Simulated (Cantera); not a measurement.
# N2O furnace oxynitridation

An isothermal, constant-pressure homogeneous reactor starts with N₂O : H₂O : N₂ = 1 : 0.13 : 0.028 (molar parts), at 1450 K and 1.20 bar.

Model: GRI-Mech 3.0 (53 species, 325 reactions), integrated in Cantera. GRI-Mech 3.0 was tuned for natural gas; its chemistry of N2O as a main component is partial and can be far from experiment. The temperature is held fixed by assumption; the heat of reaction is taken as removed at once.

| t (s) | x N₂O | x H₂O | x O₂ | x H₂ | x HO₂ | x NO | x H |
|---|---|---|---|---|---|---|---|
| 0.000100 | 0.857 | 0.112 | 0.00166 | 3.98e-6 | 2.70e-5 | 0.000775 | 3.27e-7 |
| 0.000228 | 0.849 | 0.112 | 0.00399 | 5.56e-6 | 2.41e-5 | 0.00175 | 3.41e-7 |
| 0.000521 | 0.831 | 0.111 | 0.00920 | 4.68e-6 | 2.04e-5 | 0.00389 | 3.34e-7 |
| 0.00119 | 0.791 | 0.109 | 0.0205 | 3.48e-6 | 1.59e-5 | 0.00848 | 3.15e-7 |
| 0.00271 | 0.711 | 0.106 | 0.0437 | 2.74e-6 | 1.08e-5 | 0.0178 | 2.93e-7 |
| 0.00620 | 0.567 | 0.101 | 0.0855 | 2.29e-6 | 6.30e-6 | 0.0340 | 2.70e-7 |
| 0.0141 | 0.362 | 0.0925 | 0.146 | 1.96e-6 | 3.26e-6 | 0.0555 | 2.36e-7 |
| 0.0323 | 0.159 | 0.0846 | 0.208 | 1.51e-6 | 1.58e-6 | 0.0735 | 1.62e-7 |
| 0.0737 | 0.0383 | 0.0799 | 0.248 | 7.40e-7 | 6.95e-7 | 0.0797 | 5.32e-8 |
| 0.168 | 0.00301 | 0.0785 | 0.260 | 2.06e-7 | 2.36e-7 | 0.0799 | 6.80e-9 |
| 0.384 | 1.62e-5 | 0.0784 | 0.261 | 1.34e-7 | 1.47e-7 | 0.0799 | 3.20e-9 |
| 0.876 | 1.52e-6 | 0.0784 | 0.261 | 1.34e-7 | 1.47e-7 | 0.0798 | 3.18e-9 |
| 2.00 | 1.52e-6 | 0.0784 | 0.261 | 1.34e-7 | 1.47e-7 | 0.0797 | 3.18e-9 |
x: mole fraction; the columns are a selection and need not sum to one.

Equilibrium at this temperature and pressure: N₂O 6.14e-8, H₂O 0.0784, O₂ 0.301, H₂ 1.24e-7, HO₂ 1.63e-7, NO 0.00101, H 3.07e-9 (gas phase only).
